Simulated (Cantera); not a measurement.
An adiabatic, constant-volume homogeneous reactor starts with CH4 : O2 : N2 : CO2 = 1 : 4.55 : 17.1 : 3.2 (molar parts), equivalence ratio 0.44, at 1675 K and 548 Torr. Integrator tolerance rtol = 1e-08.

Detailed kinetics in Cantera: GRI-Mech 3.0 (53 species, 325 reactions).

```json
[
 {"quantity": "time of steepest temperature rise", "before": "0.344 ms", "after": "0.353 ms"},
 {"quantity": "temperature at 8.00 s", "before": "2422 K", "after": "2316 K"},
 {"quantity": "equilibrium temperature", "before": "2422 K", "after": "2316 K"},
 {"quantity": "x(CH4) at 8.00 s", "before": "<1e-12 (gas-phase equilibrium <1e-12)", "after": "<1e-12 (gas-phase equilibrium <1e-12)"},
 {"quantity": "x(O2) at 8.00 s", "before": "0.0945 (gas-phase equilibrium 0.0945)", "after": "0.0947 (gas-phase equilibrium 0.0947)"},
 {"quantity": "x(CO2) at 8.00 s", "before": "0.149 (gas-phase equilibrium 0.149)", "after": "0.154 (gas-phase equilibrium 0.154)"},
 {"quantity": "x(H) at 8.00 s", "before": "0.000520 (gas-phase equilibrium 0.000520)", "after": "0.000313 (gas-phase equilibrium 0.000313)"},
 {"quantity": "x(NO) at 8.00 s", "before": "0.0122 (gas-phase equilibrium 0.0122)", "after": "0.00995 (gas-phase equilibrium 0.00995)"},
 {"quantity": "x(C2H6) at 8.00 s", "before": "<1e-12 (gas-phase equilibrium <1e-12)", "after": "<1e-12 (gas-phase equilibrium <1e-12)"},
 {"quantity": "x(H2O) at 8.00 s", "before": "0.0716 (gas-phase equilibrium 0.0716)", "after": "0.0731 (gas-phase equilibrium 0.0731)"}
]
```

**Question.** Which change was made?
A. initial temperature 1675 to 975 K
B. pressure from 548 Torr to 3750 Torr
C. CH4 1 to 2.9 parts
D. constant pressure in place of constant volume

**Answer.** D, constant pressure in place of constant volume
